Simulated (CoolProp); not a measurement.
Vapour-liquid equilibrium of CHF3 (R23) (1) + R134a (2) at 244.8 K; x and y are mole fractions of (1).

Model: multi-fluid Helmholtz-energy mixture model, Penoncello 2003 and Tillner-Roth 1994; pair parameters Bell 2016, in CoolProp.

Task: Give the bubble pressure and the first vapour's composition at x = 0.425, 0.5, 0.575. Is there an azeotrope?

Result: x = 0.425: 0.4619 MPa, y = 0.868; x = 0.5: 0.5328 MPa, y = 0.897; x = 0.575: 0.6058 MPa, y = 0.921. No azeotrope shows between x = 0.05 and 0.95.

Pair parameters are fitted to limited data, so mixtures are less certain than the pure fluids.
